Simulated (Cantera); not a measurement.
A Cantera script and what it prints.

```python
import numpy as np
import cantera as ct

gas_names = [...]  # 150 gases of nasa_gas.yaml made of C, H, N, O, S
cond_names = """
    C(gr) C6H6(L) C7H8(L) C8H18(L),n-octa H2O(s) H2O(L) H2SO4(L) S(cr1) S(cr2) S(L)
""".split()


# ... load() reads the species with a 1 bar reference pressure and builds the phases ...
atoms = {
    'CS2': {'C': 1, 'S': 2},
    'H2O': {'H': 2, 'O': 1},
    'N2': {'N': 2},
}
top_T = {'C(gr)': 4500}  # K; cautious upper limits of use, not melting points


# ... equilibrate(T, P, feed) seeds the gas with the atoms and calls Mixture.equilibrate('TP', solver="vcs", rtol=1e-11, max_steps=5000) ...
results = []
feed = {'CS2': 1, 'H2O': 2.8, 'N2': 1.6}  # mol
P = 4700000  # Pa
for T in [1400, 1475, 1550, 1625, 1700, 1775, 1850, 1925, 2000, 2075, 2150, 2225, 2300, 2375]:
    mix = equilibrate(T, P, feed)
    results.append((T, P, feed, dict(zip(mix.species_names, mix.species_moles))))

top = {s: max(r[3][s] / sum(r[3][g] for g in gas_names) for r in results) for s in gas_names}
cols = sorted((s for s in top if top[s] > 0.0001), key=lambda s: -top[s])[:6]
seen = [c for c in cond_names if any(r[3].get(c, 0) > 1e-12 for r in results)]
print("log10 of partial pressures in bar; condensed amounts in mol")
print(f"{'T/K':>10s}" + "".join(f"{s[:9]:>10s}" for s in cols + seen))
for T, P, feed, n in results:
    ng = sum(n[g] for g in gas_names)
    print(f"{T:10.4g}" + "".join(f"{np.log10(max(n[s] / ng * P / 1e5, 1e-99)):10.3f}" for s in cols)
          + "".join(f"{n.get(c, 0):10.4g}" for c in seen))
```

Result:

```
log10 of partial pressures in bar; condensed amounts in mol
       T/K        N2       H2S       H2O        H2        CO       CO2
      1400     1.127     1.100     0.967     0.195     0.321     0.757
      1475     1.123     1.066     0.983     0.288     0.414     0.714
      1550     1.118     1.029     0.997     0.370     0.488     0.668
      1625     1.114     0.990     1.008     0.442     0.547     0.621
      1700     1.110     0.949     1.017     0.506     0.595     0.573
      1775     1.106     0.907     1.024     0.561     0.633     0.525
      1850     1.103     0.864     1.028     0.611     0.664     0.478
      1925     1.099     0.821     1.031     0.654     0.689     0.432
      2000     1.096     0.777     1.031     0.693     0.710     0.387
      2075     1.093     0.734     1.030     0.728     0.727     0.343
      2150     1.090     0.690     1.027     0.759     0.741     0.301
      2225     1.087     0.647     1.023     0.786     0.753     0.260
      2300     1.085     0.605     1.017     0.811     0.763     0.220
      2375     1.082     0.563     1.010     0.834     0.771     0.182
```

Equilibrium computed with Cantera from the NASA thermochemical tables; the gas is ideal and each condensed phase is pure. The ideal-gas law is rough above about 30 bar.
